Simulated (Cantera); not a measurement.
## Transport properties of process gases

Gas mixture: 70.2 % C2H4, 19.3 % CO, 10.5 % NH3, at 0.520 bar, frozen composition.

Cantera's kinetic-theory transport with the Lennard-Jones parameters of GRI-Mech 3.0, ideal gas; thermal conductivity in the multicomponent form. Polar gases are described roughly by these parameters. The composition is frozen, though it would react at the higher temperatures.

```csv
T (K),ρ (kg/m³),cp (J/kg/K),μ (µPa s),λ (mW/m/K),Pr,D (cm²/s) OH,D (cm²/s) H2O,D (cm²/s) N2
400,0.420,1737,14.7,34.4,0.745,0.865,0.603,0.571
650,0.259,2356,22.3,69.8,0.752,2.02,1.55,1.34
900,0.187,2765,28.6,105,0.753,3.51,2.83,2.34
1150,0.146,3088,34.3,140,0.753,5.31,4.39,3.54
1400,0.120,3314,39.3,173,0.753,7.37,6.21,4.92
1650,0.102,3480,44.0,204,0.752,9.69,8.26,6.48
1900,0.0885,3601,48.4,232,0.751,12.3,10.5,8.19
```
D: mixture-averaged diffusion coefficient of that species in the mixture.
